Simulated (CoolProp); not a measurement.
n-dodecane along the isotherm 620 K: Z from the reference equation and from simpler models built on Tc = 658.1 K, pc = 1818 kPa, ω = 0.574; each cubic takes its own stable root.

Computed with CoolProp (reference Helmholtz-energy equation of state, Lemmon 2004). It is a short technical equation, of lower accuracy than the large ones.

| p (kPa) | phase | reference | van der Waals | Redlich-Kwong |
|---|---|---|---|---|
| 8.62 | gas | 0.9976 | 0.9984 | 0.9981 |
| 16.3 | gas | 0.9954 | 0.9969 | 0.9964 |
| 31 | gas | 0.9913 | 0.9941 | 0.9931 |
| 58.7 | gas | 0.9835 | 0.9888 | 0.9868 |
| 111 | gas | 0.9685 | 0.9787 | 0.9749 |
| 211 | gas | 0.9391 | 0.9588 | 0.9515 |
| 400 | gas | 0.8806 | 0.9190 | 0.9048 |
| 759 | gas | 0.7534 | 0.8330 | 0.8042 |
| 1440 | liquid | 0.1094 | 0.2095 | 0.1566 |
| 2730 | liquid | 0.1979 | 0.3354 | 0.2603 |
